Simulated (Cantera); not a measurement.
Feed: 1 mol MgO, 0.2 mol SO2, 1.4 mol H2O, 0.57 mol H2S, held at 1625 K and 18.0 mbar.

Equilibrium computed with Cantera from the NASA thermochemical tables; the gas is ideal and each condensed phase is pure. Candidate condensed phases: H2O, H2SO4, Mg, MgO, Mg(OH)2, MgS, MgSO4, S; 26 gas species. The numbers say what is thermodynamically allowed, not how fast it happens.

Base state: H2O 0.567, H2 0.219, S2 0.101, SO2 0.0807, H2S 0.0193, SO 0.00793, SH 0.00380, S2O 0.000908 (mole fractions); condensed: MgO(s).

Task: What changes in the equilibrium state with this change: H2O from 1.4 to 0.13 mol?

Result: 
```tsv
species	before	after
H2O	0.567	0.367
S2	0.101	0.297
H2	0.219	0.231
SO2	0.0807	0.0523
H2S	0.0193	0.0350
S2O	0.000908	0.00164
SH	0.00380	0.00670
MgO(s), mol	1.000	1.000
```
